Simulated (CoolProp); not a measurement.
Vapour-liquid equilibrium of methanol (1) + ethanol (2) at 142.95 °C; x and y are mole fractions of (1).

Model: multi-fluid Helmholtz-energy mixture model, de Reuck 1993 and Schroeder 2014; pair parameters Bell 2016, in CoolProp.

```
x     bubble pressure, mixture model (kPa)  bubble pressure, Raoult's law (kPa)  y, mixture model  y, Raoult's law
----  ------------------------------------  -----------------------------------  ----------------  ---------------
0.05                                 836.2                                836.2             0.067            0.070
0.15                                 870.3                                871.7             0.192            0.202
0.25                                 903.2                                907.2             0.307            0.323
0.35                                 935.8                                942.8             0.416            0.436
0.45                                 968.6                                978.3             0.520            0.540
0.55                                  1002                                 1014             0.618            0.637
0.65                                  1037                                 1049             0.712            0.727
0.75                                  1074                                 1085             0.802            0.811
0.85                                  1112                                 1120             0.886            0.890
0.95                                  1153                                 1156             0.964            0.965
```

The largest gap from Raoult's law is -1.1 % in bubble pressure, at x = 0.65. No azeotrope shows between x = 0.05 and 0.95.

Pair parameters are fitted to limited data, so mixtures are less certain than the pure fluids.
